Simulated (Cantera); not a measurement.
A perfectly stirred reactor is fed with CH4 : CO : O2 : N2 = 1 : 1.3 : 3.01 : 11.3 (molar parts), equivalence ratio 0.88, at 0.400 bar; it is adiabatic with a 675 K inlet, and is followed from long to short residence time, starting on the burning branch (τ in s: 0.47, 0.15, 0.05, 0.016, 0.0052, 0.0017, 0.00054, 0.00018, 5.7e-05, 1.8e-05).

Computed with Cantera and GRI-Mech 3.0 (53 species, 325 reactions).

**Question.** What does this change do: inlet temperature 675 to 350 K?

**Answer.** 
```
quantity                                                                       before                                after
------------------------------------------------  -----------------------------------  -----------------------------------
blow-out, bracketed by the residence times tried  burning at 0.180 ms, out at 57.0 µs  burning at 0.180 ms, out at 57.0 µs
x(CH4) at τ = 0.470 s                                                         4.93e-7                              1.06e-6
x(CO) at τ = 0.470 s                                                           0.0179                              0.00898
x(O2) at τ = 0.470 s                                                           0.0279                               0.0253
x(CH2O) at τ = 0.470 s                                                        9.51e-8                              1.87e-7
x(NO) at τ = 0.470 s                                                          0.00481                              0.00203
x(CH4) at τ = 1.70 ms                                                         5.51e-5                              8.61e-5
x(CO) at τ = 1.70 ms                                                           0.0425                               0.0365
x(O2) at τ = 1.70 ms                                                           0.0430                               0.0412
x(CH2O) at τ = 1.70 ms                                                        7.97e-6                              1.04e-5
x(NO) at τ = 1.70 ms                                                          8.15e-5                              3.91e-5
```

**Question.** What does this change do: 0.6 parts H2O added?

**Answer.** 
```tsv
quantity	before	after
blow-out, bracketed by the residence times tried	burning at 0.180 ms, out at 57.0 µs	burning at 0.180 ms, out at 57.0 µs
x(CH4) at τ = 0.470 s	4.93e-7	5.61e-7
x(CO) at τ = 0.470 s	0.0179	0.0142
x(O2) at τ = 0.470 s	0.0279	0.0261
x(CH2O) at τ = 0.470 s	9.51e-8	1.04e-7
x(NO) at τ = 0.470 s	0.00481	0.00385
x(CH4) at τ = 1.70 ms	5.51e-5	6.01e-5
x(CO) at τ = 1.70 ms	0.0425	0.0373
x(O2) at τ = 1.70 ms	0.0430	0.0408
x(CH2O) at τ = 1.70 ms	7.97e-6	8.32e-6
x(NO) at τ = 1.70 ms	8.15e-5	6.26e-5
```

**Question.** What does this change do: pressure from 0.400 bar to 1.01 bar?

**Answer.** 
```
quantity                                                                       before                               after
------------------------------------------------  -----------------------------------  ----------------------------------
blow-out, bracketed by the residence times tried  burning at 0.180 ms, out at 57.0 µs  burning at 57.0 µs, out at 18.0 µs
x(CH4) at τ = 0.470 s                                                         4.93e-7                             2.41e-7
x(CO) at τ = 0.470 s                                                           0.0179                              0.0143
x(O2) at τ = 0.470 s                                                           0.0279                              0.0259
x(CH2O) at τ = 0.470 s                                                        9.51e-8                             4.72e-8
x(NO) at τ = 0.470 s                                                          0.00481                             0.00546
x(CH4) at τ = 1.70 ms                                                         5.51e-5                             3.16e-5
x(CO) at τ = 1.70 ms                                                           0.0425                              0.0309
x(O2) at τ = 1.70 ms                                                           0.0430                              0.0366
x(CH2O) at τ = 1.70 ms                                                        7.97e-6                             5.51e-6
x(NO) at τ = 1.70 ms                                                          8.15e-5                            0.000276
```
